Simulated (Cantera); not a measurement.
Feed: 1 mol CCl4, 0.49 mol HCl, 0.11 mol H2, at 1925 °C and 0.825 Torr.

Method: chemical equilibrium by Gibbs-energy minimisation in Cantera with the NASA 1993 tables (ideal gas, pure condensed phases). Candidate condensed phases: C, C6H6, C7H8, C8H18; 91 gas species. Rates play no part.

Base state: Cl 0.843, HCl 0.153, H 0.00372, H2 0.000491, Cl2 0.000361 (mole fractions); condensed: C(graphite).

Question: What changes in the equilibrium state with this change: temperature from 1925 °C to 1827 °C?

Answer: 
```tsv
species	before	after
Cl	0.843	0.841
HCl	0.153	0.156
H	0.00372	0.00121
H2	0.000491	0.000165
Cl2	0.000361	0.000690
C(graphite), mol	1.000	1.000
```
